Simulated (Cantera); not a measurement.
Input: 1 mol MgO, 0.69 mol H2O, 3.9 mol N2, at 1673.15 K and 1.30 bar.

Equilibrium computed with Cantera from the NASA thermochemical tables; the gas is ideal and each condensed phase is pure. Candidate condensed phases: H2O, Mg, MgO, Mg(OH)2; 31 gas species. The numbers say what is thermodynamically allowed, not how fast it happens.

Base state: N2 0.850, H2O 0.150, H2 0.000228, O2 7.63e-5, NO 5.17e-5, OH 4.79e-5 (mole fractions); condensed: MgO(s).

### Question
What changes in the equilibrium state with this change: MgO replaced by Al2O3?

### Answer
```csv
species,before,after
N2,0.850,0.850
H2O,0.150,0.150
H2,0.000228,0.000228
O2,7.63e-5,7.63e-5
NO,5.17e-5,5.17e-5
OH,4.79e-5,4.79e-5
"MgO(s), mol",1.000,0
"Al2O3(s), mol",0,1.00
```
Gases not in the tables: Al(OH)3. Further candidate phases: Al, AlN, Al2O3.
